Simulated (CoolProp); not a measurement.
Hexamethyldisiloxane (MM) along the isobar 5.99 MPa: Z from the reference equation and from simpler models built on Tc = 518.7 K, pc = 1.931 MPa, ω = 0.418; each cubic takes its own stable root.

Model: reference Helmholtz-energy equation of state, Thol 2016, in CoolProp.

```
T (K)          phase  reference  van der Waals  Redlich-Kwong  Peng-Robinson
-----  -------------  ---------  -------------  -------------  -------------
449.5         liquid     0.4305         0.6356         0.4739         0.4053
465           liquid     0.4302         0.6270         0.4733            ___
480.5         liquid     0.4316         0.6197         0.4744         0.4116
496           liquid     0.4350         0.6139         0.4772         0.4187
511.5         liquid     0.4407         0.6096         0.4818         0.4292
527    supercritical     0.4492         0.6066         0.4885         0.4435
542.5  supercritical        ___         0.6050         0.4974         0.4625
558    supercritical        ___         0.6049         0.5087         0.4866
573.5  supercritical        ___         0.6063         0.5225         0.5160
589    supercritical        ___         0.6093         0.5388         0.5500
604.5  supercritical     0.5613         0.6138            ___         0.5871
620    supercritical     0.5997         0.6200         0.5789         0.6253
```

### Question
Complete the blanks.

### Answer

- 465, Peng-Robinson: 0.4072
- 542.5, reference: 0.4612
- 558, reference: 0.4776
- 573.5, reference: 0.4993
- 589, reference: 0.5273
- 604.5, Redlich-Kwong: 0.5577
